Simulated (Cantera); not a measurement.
A perfectly stirred reactor is fed with H2 : O2 : N2 = 1.7 : 1 : 0.69 (molar parts), at 0.180 bar; it is held at 1125 K, and followed from long to short residence time.

Detailed kinetics in Cantera: the H2/O2 subset of GRI-Mech 3.0, which has no nitrogen chemistry. The temperature is held fixed by assumption; the heat of reaction is taken as removed at once.

**Question.** What does this change do: H2 1.7 to 4.1 parts?

**Answer.** 
| quantity | before | after |
|---|---|---|
| x(H2) at τ = 2.70 s | 0.000600 | 0.437 |
| x(O2) at τ = 2.70 s | 0.0593 | 0.000154 |
| x(HO2) at τ = 2.70 s | 1.09e-5 | 8.22e-8 |
| x(H) at τ = 2.70 s | 1.47e-5 | 0.00171 |
| x(OH) at τ = 2.70 s | 0.000200 | 8.60e-6 |
| x(H2) at τ = 36.0 ms | 0.00863 | 0.430 |
| x(O2) at τ = 36.0 ms | 0.0628 | 0.00136 |
| x(HO2) at τ = 36.0 ms | 3.67e-5 | 7.19e-7 |
| x(H) at τ = 36.0 ms | 0.00103 | 0.0145 |
| x(OH) at τ = 36.0 ms | 0.000983 | 7.92e-5 |
